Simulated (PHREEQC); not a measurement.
1 kg of water holding 0.35 mol/kgw NaOH, 0.61 mol/kgw Na2CO3, 0.22 mol/kgw Na2SO4 and 0.0055 mol/kgw NaCl is evaporated at 25 °C; the solids stay in contact with the brine. CO2 is held at log p = -3.4 (atm). The run lets Burkeite, Halite, Mirabilite, Nahcolite, Natron, Thenardite, Trona precipitate or redissolve, and no other solid.

Computed with PHREEQC (Pitzer model, pitzer.dat).

```
water left (kg)  ionic strength  water activity  Trona (mol)  Cl in solution (mol/kgw)  S in solution (mol/kgw)  Na in solution (mol/kgw)     pH
---------------  --------------  --------------  -----------  ------------------------  -----------------------  ------------------------  -----
1.001                      2.92           0.963            0                   0.00549                    0.220                      2.01  10.07
0.8234                     3.56           0.955            0                   0.00668                    0.267                      2.45  10.08
0.6772                     4.34           0.947            0                   0.00812                    0.325                      2.98  10.09
0.5569                     5.28           0.936            0                   0.00988                    0.395                      3.62  10.10
0.4581                     6.43           0.922            0                    0.0120                    0.480                      4.40  10.10
0.3769                     7.82           0.903            0                    0.0146                    0.584                      5.35  10.11
0.3101                     9.51           0.879            0                    0.0177                    0.709                      6.50  10.10
0.2513                     10.2           0.870       0.0899                    0.0219                    0.875                      6.95  10.08
0.202                      10.5           0.865        0.189                    0.0272                     1.09                      7.17  10.06
0.1614                     10.9           0.859        0.270                    0.0341                     1.36                      7.46  10.04
0.1281                     11.5           0.851        0.337                    0.0429                     1.72                      7.85  10.00
```

Trona from water left = 0.2513 kg (pH 10.08).
